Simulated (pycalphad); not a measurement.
**Freezing of Si-Cu alloys with rising Cu**

Source of the numbers: pycalphad with the COST 507 light-alloy database (1999); pressure 1 atm. The data set is of 1999 and partly superseded. Amounts are mole fractions of atoms.

Scheil-Gulliver runs (no diffusion in the solid, steps of 4 K) beside full equilibrium.

```
alloy              liquidus (°C)  Scheil, half solid (°C)  Scheil, 80 % solid (°C)  Scheil, invariant end (°C)  liquid left at that end  equilibrium solidus (°C)
-----------------  -------------  -----------------------  -----------------------  --------------------------  -----------------------  ------------------------
Si-20.48Cu (wt.%)           1357                     1289                     1057                         801                     0.15                       801
Si-61.03Cu (wt.%)           1141     at the invariant end     at the invariant end                         801                     0.59                       801
Si-78.22Cu (wt.%)            943     at the invariant end     at the invariant end                         801                     0.88                       801
```
